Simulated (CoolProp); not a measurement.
Saturation properties of carbonyl sulfide (Tc = 105.6 °C, pc = 6.369 MPa, ω = 0.098).

Computed with CoolProp (reference Helmholtz-energy equation of state, Lemmon 2006). It is a short technical equation, of lower accuracy than the large ones.

| T (°C) | p (MPa) | liquid density (kg/m³) | vapour density (kg/m³) | enthalpy of vaporisation (kJ/kg) | surface tension (mN/m) |
|---|---|---|---|---|---|
| 9.05 | 0.8434 | 1035 | 24.64 | 261.8 | 10.6 |
| 14.65 | 0.9821 | 1020 | 28.58 | 256.2 | 9.74 |
| 20.15 | 1.134 | 1004 | 32.93 | 250.4 | 8.92 |
| 25.75 | 1.305 | 988.1 | 37.90 | 244.2 | 8.11 |
| 31.35 | 1.495 | 971.4 | 43.47 | 237.7 | 7.32 |
| 36.85 | 1.700 | 954.3 | 49.61 | 231.0 | 6.57 |
| 42.45 | 1.929 | 936.1 | 56.63 | 223.7 | 5.83 |
| 48.05 | 2.179 | 917.1 | 64.53 | 215.9 | 5.12 |
| 53.55 | 2.446 | 897.4 | 73.29 | 207.7 | 4.44 |
| 59.15 | 2.743 | 876.2 | 83.40 | 198.7 | 3.78 |
| 64.75 | 3.064 | 853.6 | 94.96 | 189.0 | 3.16 |
| 70.25 | 3.406 | 829.7 | 108.0 | 178.6 | 2.58 |

It boils at -50.2 °C under 1 atm.

Surface tension comes from a separate correlation (Mulero 2012).
